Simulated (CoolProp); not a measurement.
Properties of R1132(E) along the isobar 4.32 MPa (Tc = 75.7 °C, pc = 5.174 MPa, ω = 0.245).

Model: reference Helmholtz-energy equation of state, Akasaka 2024, in CoolProp.

```tsv
T (°C)	phase	cp (kJ/(kg K))	isothermal compressibility (1/MPa)	expansivity (1/kK)	fugacity coefficient
15.85	liquid	1.777	0.005041	3.452	0.2733
23.85	liquid	1.830	0.006251	3.865	…
31.75	liquid	1.899	0.007964	4.415	…
39.65	liquid	1.996	0.01058	5.195	0.4487
47.55	liquid	2.140	0.01497	6.397	…
55.55	liquid	2.394	0.02392	8.608	0.5860
63.45	liquid	3.035	0.05107	14.49	0.6570
71.35	gas	2.750	0.5986	22.36	0.7036
79.25	gas	2.047	0.4497	13.80	0.7282
87.25	gas	1.772	0.3887	10.38	…
95.15	gas	1.626	0.3548	8.508	0.7687
103.05	gas	1.536	0.3325	7.290	0.7857
110.95	gas	1.476	0.3166	6.425	0.8011
118.95	gas	1.434	0.3044	5.769	0.8153
126.85	gas	1.405	0.2950	5.262	…
```

Task: Fill in the missing entries.

Result: 
- 23.85, fugacity coefficient: 0.3274
- 31.75, fugacity coefficient: 0.3858
- 47.55, fugacity coefficient: 0.5155
- 87.25, fugacity coefficient: 0.7498
- 126.85, fugacity coefficient: 0.8281
